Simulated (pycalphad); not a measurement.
An equivalent pycalphad script:

```python
from pycalphad import Database, equilibrium, calculate, variables as v
import numpy as np
db = Database('COST507.tdb')
comps = ['AL', 'SI', 'MG', 'FE', 'VA']
phases = ['AL13FE4', 'AL2FE', 'AL5FE2', 'AL5FE4', 'ALFESI_ALPHA', 'ALFESI_BETA', 'ALFESI_DELTA', 'ALFESI_GAMMA', 'ALFESI_TAU1', 'ALFESI_TAU3', 'ALMG_BETA', 'ALMG_EPS', 'ALMG_GAMMA', 'BCC_B2', 'DIAMOND_A4', 'FCC_A1', 'FE2SI', 'FE5SI3', 'FESI', 'FESI2_H', 'FESI2_L', 'HCP_A3', 'LIQUID', 'MG2SI']
eq = equilibrium(db, comps, phases, {v.X('SI'): 0.0073, v.X('MG'): 0.0176, v.X('FE'): 0.0188, v.T: np.arange(1650, 349, -40), v.P: 101325, v.N: 1}, output=['HM', 'SM'])
```

CALPHAD calculation (pycalphad, COST 507 light-alloy database (1999)), 1 atm. No gas phase is included, though pure Mg would boil below 1377 °C. The database dates from 1999; later assessments differ in places, in temperatures and in the compounds included. The system is extrapolated from its subsystems; higher-order compounds may be missing. Amounts are mole fractions of atoms. Kinetics are ignored, which matters at the lower temperatures.

Results at three of the temperatures:

```
T = 690.00 K, P = 101325 Pa, N = 1 mol of atoms
G = -26881 J/mol, H = 7868 J/mol, S = 50.36 J/(mol K)  (SER reference)
chemical potentials (J/mol): Al -24396, Si -28616, Mg -51018, Fe -130029
phase             fraction      x(Al)      x(Si)      x(Mg)      x(Fe)
FCC_A1              0.8998     0.9943   0.000425     0.0052   7.77e-06
AL13FE4             0.0745     0.7639   0.000197       none     0.2359
MG2SI               0.0193       none     0.3333     0.6667       none
ALFESI_ALPHA        0.0064     0.7385     0.0715       none     0.1900
```

```
T = 450.00 K, P = 101325 Pa, N = 1 mol of atoms
G = -16164 J/mol, H = 1119 J/mol, S = 38.41 J/(mol K)  (SER reference)
chemical potentials (J/mol): Al -13583, Si -43034, Mg -29331, Fe -124704
phase             fraction      x(Al)      x(Si)      x(Mg)      x(Fe)
FCC_A1              0.8981     0.9967   4.34e-09     0.0033   7.43e-09
AL13FE4             0.0800     0.7649   4.88e-10       none     0.2351
MG2SI               0.0219       none     0.3333     0.6667       none
```

```
T = 410.00 K, P = 101325 Pa, N = 1 mol of atoms
G = -14676 J/mol, H = 75 J/mol, S = 35.98 J/(mol K)  (SER reference)
chemical potentials (J/mol): Al -12081, Si -46482, Mg -25593, Fe -124122
phase             fraction      x(Al)      x(Si)      x(Mg)      x(Fe)
FCC_A1              0.8981     0.9967   1.37e-10     0.0033   1.05e-09
AL13FE4             0.0800     0.7649   1.03e-11       none     0.2351
MG2SI               0.0219       none     0.3333     0.6667       none
```

Changes of the phase set, refined by bisection:

```
T (°C)                              phases above                              phases below
------  ----------------------------------------  ----------------------------------------
754.7                                     LIQUID                          AL13FE4 + LIQUID
642.0                           AL13FE4 + LIQUID                 AL13FE4 + FCC_A1 + LIQUID
609.9                  AL13FE4 + FCC_A1 + LIQUID  AL13FE4 + ALFESI_ALPHA + FCC_A1 + LIQUID
601.0   AL13FE4 + ALFESI_ALPHA + FCC_A1 + LIQUID           AL13FE4 + ALFESI_ALPHA + FCC_A1
567.0            AL13FE4 + ALFESI_ALPHA + FCC_A1   AL13FE4 + ALFESI_ALPHA + FCC_A1 + MG2SI
391.3    AL13FE4 + ALFESI_ALPHA + FCC_A1 + MG2SI                  AL13FE4 + FCC_A1 + MG2SI
```

Database names, with the compositions (at.%) that they take in these runs: AL13FE4: Al 76 Fe 24; ALFESI_ALPHA: Al 74 Fe 19 Si 7; MG2SI: Mg 67 Si 33. FCC_A1 is fcc. An entry "none" or "no" means that the model of the phase leaves that element out.
